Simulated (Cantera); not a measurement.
Input: 1 mol CH3SiCl3, a varied amount of C2H4, 56 mol H2, held at 2573.15 K and 0.160 bar.

Cantera equilibrium calculation (NASA polynomials, part measured and part estimated; ideal gas, pure solids and liquids). Candidate condensed phases: C, C6H6, C7H8, C8H18, Si, SiC; 109 gas species. The feed counts by its element totals alone. Gases not in the tables: Si2H6 and higher silanes. The numbers say what is thermodynamically allowed, not how fast it happens.

**Question.** Which condensed phases are stable at each of these points (n(C2H4) (mol)): 0.021, 0.029, 0.042, 0.059, 0.085, 0.12, 0.17, 0.24, 0.35, 0.49, 0.7?

**Answer.** 
```json
[
 {"n(C2H4) (mol)": "0.021", "condensed phases": "gas only", "Si condensed (%)": "0.0"},
 {"n(C2H4) (mol)": "0.029", "condensed phases": "gas only", "Si condensed (%)": "0.0"},
 {"n(C2H4) (mol)": "0.042", "condensed phases": "gas only", "Si condensed (%)": "0.0"},
 {"n(C2H4) (mol)": "0.059", "condensed phases": "gas only", "Si condensed (%)": "0.0"},
 {"n(C2H4) (mol)": "0.085", "condensed phases": "gas only", "Si condensed (%)": "0.0"},
 {"n(C2H4) (mol)": "0.12", "condensed phases": "gas only", "Si condensed (%)": "0.0"},
 {"n(C2H4) (mol)": "0.17", "condensed phases": "gas only", "Si condensed (%)": "0.0"},
 {"n(C2H4) (mol)": "0.24", "condensed phases": "gas only", "Si condensed (%)": "0.0"},
 {"n(C2H4) (mol)": "0.35", "condensed phases": "gas only", "Si condensed (%)": "0.0"},
 {"n(C2H4) (mol)": "0.49", "condensed phases": "gas only", "Si condensed (%)": "0.0"},
 {"n(C2H4) (mol)": "0.7", "condensed phases": "C(graphite)", "Si condensed (%)": "0.0"}
]
```

From 0.021 mol C2H4 to 0.49 mol C2H4 nothing is condensed. At 0.7 mol C2H4 the condensed part is C(graphite).
